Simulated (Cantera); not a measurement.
A closed system holds: 1 mol PbO, 0.011 mol H₂O, equilibrated at 0.100 bar.

Equilibrium computed with Cantera from the NASA thermochemical tables; the gas is ideal and each condensed phase is pure. Candidate condensed phases: H₂O, Pb, PbO, PbO₂, Pb₃O₄; 12 gas species. Kinetics and transport are ignored.

At 1175 K, list the 4 most abundant gas species with their mole fractions, and the condensed phases.

H₂O 0.999, PbO 0.000403, Pb 6.54e-5, O₂ 3.44e-5. Condensed: PbO(l).
